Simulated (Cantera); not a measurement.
What does this Cantera script print?

```python
import numpy as np
import cantera as ct

gas = ct.Solution("gri30.yaml")
gas.TPX = 1400, 2000, {'H2': 0.2, 'O2': 1, 'N2': 0.75}
reactor = ct.IdealGasConstPressureReactor(gas, energy="off", clone=False)
net = ct.ReactorNet([reactor])
net.rtol, net.atol = 1e-08, 1e-18
show = ['H2', 'O2', 'H2O', 'HO2', 'NO']
times = np.geomspace(3e-05, 2, 14)

steps = ct.SolutionArray(gas, extra=["t"])
rows = []
print(f"{'t/s':>10s}{'T/K':>9s}{'P/Pa':>11s}" + "".join(f"{s:>11s}" for s in show))
for t in times:
    while net.time < t:
        t_next = net.step()
        steps.append(gas.state, t=t_next)
    rows.append([np.interp(t, steps.t, y) for y in (steps.T, steps.P, *steps(*show).X.T)])
    print(f"{t:10.3e}{rows[-1][0]:9.1f}{rows[-1][1]:11.4g}" + "".join(f"{x:11.3e}" for x in rows[-1][2:]))
rate = np.gradient(steps.T, steps.t)
print("integrator steps:", len(steps.t))
if steps.T.max() > steps.T[0] + 200:
    print(f"time of steepest temperature rise: {steps.t[rate.argmax()]:.4e} s")
gas.TPX = 1400, 2000, {'H2': 0.2, 'O2': 1, 'N2': 0.75}
gas.equilibrate("TP")
print(f"equilibrium (TP): T = {gas.T:.1f} K  " + "  ".join(f"{s} {gas[s].X[0]:.3e}" for s in show))
```

It prints:

```
       t/s      T/K       P/Pa         H2         O2        H2O        HO2         NO
 3.000e-05   1400.0       2000  1.026e-01  5.128e-01  1.349e-08  5.532e-08  4.180e-18
 7.050e-05   1400.0       2000  1.026e-01  5.128e-01  1.446e-07  1.299e-07  5.480e-17
 1.657e-04   1400.0       2000  1.026e-01  5.128e-01  2.685e-06  3.065e-07  1.138e-15
 3.893e-04   1400.0       2000  1.018e-01  5.123e-01  5.277e-04  1.059e-06  4.423e-13
 9.150e-04   1400.0       2000  5.565e-03  4.446e-01  7.815e-02  3.430e-06  8.290e-08
 2.150e-03   1400.0       2000  4.345e-03  4.448e-01  8.149e-02  3.400e-06  4.811e-07
 5.053e-03   1400.0       2000  3.962e-03  4.494e-01  8.467e-02  3.414e-06  1.254e-06
 1.187e-02   1400.0       2000  3.151e-03  4.581e-01  9.059e-02  3.381e-06  2.415e-06
 2.790e-02   1400.0       2000  1.828e-03  4.705e-01  9.856e-02  3.070e-06  3.447e-06
 6.558e-02   1400.0       2000  6.297e-04  4.807e-01  1.045e-01  2.096e-06  3.831e-06
 1.541e-01   1400.0       2000  1.413e-04  4.849e-01  1.069e-01  8.836e-07  3.896e-06
 3.622e-01   1400.0       2000  2.957e-05  4.860e-01  1.076e-01  2.719e-07  3.911e-06
 8.511e-01   1400.0       2000  7.167e-06  4.863e-01  1.079e-01  9.334e-08  3.917e-06
 2.000e+00   1400.0       2000  2.106e-06  4.864e-01  1.080e-01  5.534e-08  3.920e-06
integrator steps: 1592
equilibrium (TP): T = 1400.0 K  H2 4.985e-07  O2 4.860e-01  H2O 1.081e-01  HO2 6.629e-08  NO 7.943e-04
```

Model: GRI-Mech 3.0 (53 species, 325 reactions), integrated in Cantera. Radical loss at walls, strong at low pressure, is not modelled. The temperature is held fixed by assumption; the heat of reaction is taken as removed at once.
